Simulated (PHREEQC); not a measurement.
A solution holds 0.0074 mol/kgw Cu(BF4)2, 4.3e-05 mol/kgw HCl and 0.0011 mol/kgw Na2SO4, at 38 °C. Closed to the air; pH follows from the charge balance.

Computed with PHREEQC (ion-association model, wateq4f.dat).

Each row changes one thing in this solution. Precipitation was switched off in this run.

```csv
case,pH,ionic strength (mol/kgw),BF4- (mol/kgw),Cu+2 (mol/kgw),HF (mol/kgw),BF3OH- (mol/kgw),SI of CuF2:2H2O (CuF2:2H2O),SI of Chalcanthite (CuSO4:5H2O)
as made,2.92,0.0251,0.0117,0.00687,0.00498,0.00111,-3.07,-3.24
Na2SO4 from 0.0011 to 0.00099 mol/kgw,2.92,0.0249,0.0117,0.00690,0.00498,0.00111,-3.06,?
HCl left out,2.93,0.0250,0.0117,0.00687,0.00496,0.00112,-3.06,-3.24
diluted 2-fold with water,2.99,0.0132,0.00513,0.00347,0.00404,0.000601,-3.36,?
HCl replaced by ZnCl2 at the same molality,2.93,0.0252,0.0117,0.00687,0.00496,0.00112,-3.06,-3.24
```

### Question
What belongs in the gaps?

### Answer

- Na2SO4 from 0.0011 to 0.00099 mol/kgw, SI of Chalcanthite (CuSO4:5H2O): -3.28
- diluted 2-fold with water, SI of Chalcanthite (CuSO4:5H2O): -3.67

Species that the database lacks are ignored. Constants without temperature data keep their 25 °C values here. Real BF4- forms and hydrolyses slowly; the run takes it at equilibrium.
